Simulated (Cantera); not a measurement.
Charge: 1 mol SiH4, 0.06 mol Cl2, 10 mol N2, 0.51 mol HCl, equilibrated at 1673.15 K and 0.100 bar.

Equilibrium computed with Cantera from the NASA thermochemical tables; the gas is ideal and each condensed phase is pure. Candidate condensed phases: NH4Cl, Si, Si3N4; 28 gas species. The tables' values for SiCl3 are old estimates; treat these amounts as uncertain. Rates play no part.

Base state: N2 0.784, H2 0.165, HCl 0.0472, SiCl2 0.00264, H 0.000147, SiCl3 8.94e-5, Cl 3.27e-5 (mole fractions); condensed: Si3N4(s).

Task: What changes in the equilibrium state with this change: pressure from 0.100 bar to 0.190 bar?

Result: 
```csv
species,before,after
N2,0.784,0.784
H2,0.165,0.165
HCl,0.0472,0.0488
SiCl2,0.00264,0.00185
H,0.000147,0.000106
Cl,3.27e-5,2.46e-5
"Si3N4(s), mol",0.322,0.326
```
